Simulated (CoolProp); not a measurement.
Ethylene along the isobar 52.1 bar: Z from the reference equation and from simpler models built on Tc = 9.2 °C, pc = 50.42 bar, ω = 0.087; each cubic takes its own stable root.

Computed with CoolProp (reference Helmholtz-energy equation of state, Smukala 2000).

```
T (°C)          phase  reference  van der Waals  Soave-Redlich-Kwong  Peng-Robinson
------  -------------  ---------  -------------  -------------------  -------------
-59.15         liquid     0.1622            ___               0.1699         0.1503
-34.35         liquid     0.1595         0.2373               0.1709         0.1513
-9.55          liquid     0.1666         0.2473               0.1868         0.1663
15.25   supercritical     0.4949            ___               0.5048         0.4760
39.95   supercritical     0.6946         0.6888               0.6997         0.6708
64.75   supercritical     0.7819         0.7669               0.7874            ___
89.55   supercritical     0.8365         0.8170                  ___         0.8174
114.35  supercritical     0.8744         0.8526               0.8817         0.8578
```

Question: What belongs in the gaps?

Answer: 
- -59.15, van der Waals: 0.2422
- 15.25, van der Waals: 0.5116
- 64.75, Peng-Robinson: 0.7601
- 89.55, Soave-Redlich-Kwong: 0.8430
